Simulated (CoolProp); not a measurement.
Vapour-liquid equilibrium of methanol (1) + dimethyl carbonate (2) at 0.341 MPa; x and y are mole fractions of (1).

The numbers come from the multi-fluid Helmholtz-energy mixture model, de Reuck 1993 and Zhou 2011; pair parameters Bell 2016 in CoolProp.

### Question
Give the bubble temperature and the first vapour's composition at x = 0.05, 0.15, 0.75. Is there an azeotrope?

### Answer
x = 0.05: 398.9 K, y = 0.200; x = 0.15: 388.9 K, y = 0.426; x = 0.75: 372.7 K, y = 0.817. y crosses x between x = 0.85 and 0.95: the model has an azeotrope there.

Pair parameters are fitted to limited data, so mixtures are less certain than the pure fluids.
